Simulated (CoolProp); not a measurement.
The numbers come from the reference Helmholtz-energy equation of state, Wagner 2002 in CoolProp.

For water, give the phase and the density (kg/m³), viscosity (µPa s), fugacity coefficient at 23.25 °C and 2.31 MPa; 118.35 °C and 5.39 MPa; 467.45 °C and 3.74 MPa.


- 23.25 °C and 2.31 MPa: liquid; density 998, viscosity 926, fugacity coefficient 0.00125
- 118.35 °C and 5.39 MPa: liquid; density 947, viscosity 237, fugacity coefficient 0.0353
- 467.45 °C and 3.74 MPa: gas; density 11.3, viscosity 27.3, fugacity coefficient 0.967

Viscosity comes from a separate model (Huber 2009).
